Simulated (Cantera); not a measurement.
Charge: 1 mol SiO2, 1 mol H2, 1.9 mol N2, at 6.15 Torr.

Equilibrium computed with Cantera from the NASA thermochemical tables; the gas is ideal and each condensed phase is pure. Candidate condensed phases: H2O, Si, SiO2, Si2N2O, Si3N4; 35 gas species. The tables hold silica as quartz up to 1696 K and as liquid above; real silica turns to tridymite and cristobalite and melts near 1996 K. Kinetics and transport are ignored.

x: gas mole fraction; n: condensed amount in mol.

| T (K) | x N2 | x H2 | x SiO | x H2O | x H | n SiO2(β-quartz) | n SiO2(condensed) |
|---|---|---|---|---|---|---|---|
| 1573 | 0.655 | 0.344 | 0.000732 | 0.000732 | 0.000263 | 0.998 | 0 |
| 1598 | 0.654 | 0.343 | 0.00101 | 0.00101 | 0.000344 | 0.997 | 0 |
| 1623 | 0.654 | 0.343 | 0.00138 | 0.00138 | 0.000447 | 0.996 | 0 |
| 1648 | 0.654 | 0.342 | ? | ? | ? | 0.995 | 0 |
| 1673 | 0.653 | 0.341 | 0.00250 | 0.00250 | 0.000734 | 0.993 | 0 |
| 1698 | 0.653 | 0.340 | ? | ? | ? | 0 | 0.990 |
| 1723 | 0.652 | 0.338 | 0.00433 | 0.00433 | 0.00117 | 0 | 0.987 |
| 1748 | 0.651 | 0.336 | 0.00562 | 0.00562 | 0.00146 | 0 | 0.984 |
| 1773 | 0.650 | 0.334 | 0.00723 | 0.00723 | 0.00182 | 0 | 0.979 |
| 1798 | 0.648 | 0.331 | 0.00923 | 0.00922 | 0.00224 | 0 | 0.973 |
| 1823 | 0.647 | 0.327 | 0.0117 | 0.0117 | 0.00274 | 0 | 0.966 |
| 1848 | 0.644 | 0.323 | 0.0147 | 0.0146 | 0.00333 | 0 | 0.957 |
| 1873 | 0.642 | 0.318 | 0.0183 | 0.0182 | 0.00402 | 0 | 0.946 |

Question: Fill in the missing entries.

Answer: 
- 1648, x SiO: 0.00186
- 1648, x H2O: 0.00186
- 1648, x H: 0.000575
- 1698, x SiO: 0.00331
- 1698, x H2O: 0.00331
- 1698, x H: 0.000931
